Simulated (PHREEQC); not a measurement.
Solution (45 °C): 0.0013 mol/kgw H3PO4 and 0.00015 mol/kgw K2HPO4. Closed to the air; pH follows from the charge balance.

The numbers come from PHREEQC with the ion-association model, phreeqc.dat.

| quantity | before | after |
|---|---|---|
| pH | 3.04 | 3.67 |
| ionic strength (mol/kgw) | 0.00125 | 0.000279 |
| H2PO4- (mol/kgw) | 0.00125 | 0.000279 |
| H3PO4 (mol/kgw) | 0.000201 | 1.08e-5 |
| HPO4-2 (mol/kgw) | 1.07e-7 | 9.50e-8 |

Problem. Name the change that produced these shifts.
A) temperature from 45 to 55 °C
B) temperature from 45 to 15 °C
C) K2HPO4 from 0.00015 to 3e-05 mol/kgw
D) diluted 5-fold with water
E) K2HPO4 from 0.00015 to 0.0015 mol/kgw

Solution. D, diluted 5-fold with water

No solid was allowed to form. Constants without temperature data keep their 25 °C values here.
